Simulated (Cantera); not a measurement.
Mixture: 16.6 % CH4, 17.5 % O2, 65.9 % N2, at 87000 Pa, adiabatic and at constant pressure. Ignition delay is the time to a rise of 400 K.

Model: GRI-Mech 3.0 (53 species, 325 reactions), integrated in Cantera.

Question: Predict: delay at 1100 K; delay at 1250 K; delay at 1400 K; delay at 1550 K; delay at 1700 K; apparent activation energy between 1550 and 1700 K.

Answer: 
```json
{
 "delay at 1100 K": "0.339 s",
 "delay at 1250 K": "36.7 ms",
 "delay at 1400 K": "5.35 ms",
 "delay at 1550 K": "1.03 ms",
 "delay at 1700 K": "0.279 ms",
 "apparent activation energy between 1550 and 1700 K": "190 kJ/mol"
}
```
